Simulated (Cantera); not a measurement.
## Reactions in the system H-N-Ni-S

Cantera with NASA thermochemical tables; ideal gases at 1 bar, condensed phases pure. Values are per mole of reaction as written; species without (g) are pure solids or liquids, kept so even where they would boil at 1 bar.

2 N(g) + 3 Ni + 3 H2S(g) ⇌ 3 NiS + 2 NH3(g)

| T (K) | ΔH° (kJ) | ΔS° (J/K) | ΔG° (kJ) | log10 K | condensed phases |
|---|---|---|---|---|---|
| 1225 | -1209.8 | -431.9 | -680.6 | 29.02 | Ni(s), NiS(s) |
| 1325 | -1113.6 | -355.1 | -643.1 | 25.35 | Ni(s), NiS(l) |
| 1425 | -1107.6 | -350.7 | -607.8 | 22.28 | Ni(s), NiS(l) |
| 1525 | -1101.8 | -346.8 | -573.0 | 19.63 | Ni(s), NiS(l) |
| 1625 | -1096.3 | -343.3 | -538.5 | 17.31 | Ni(s), NiS(l) |
| 1725 | -1091.0 | -340.1 | -504.3 | 15.27 | Ni(s), NiS(l) |
| 1825 | -1137.4 | -367.0 | -467.6 | 13.38 | Ni(l), NiS(l) |
| 1925 | -1132.2 | -364.3 | -431.0 | 11.69 | Ni(l), NiS(l) |
